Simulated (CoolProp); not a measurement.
Model: reference Helmholtz-energy equation of state, Gao 2016, in CoolProp.

Give the vapour pressure (MPa), liquid density (kg/m³), vapour density (kg/m³), enthalpy of vaporisation (kJ/kg) of saturated sulfur dioxide at 403.2 K.


```csv
T (K),p (MPa),liquid density (kg/m³),vapour density (kg/m³),enthalpy of vaporisation (kJ/kg)
403.2,4.94,956,156,190
```
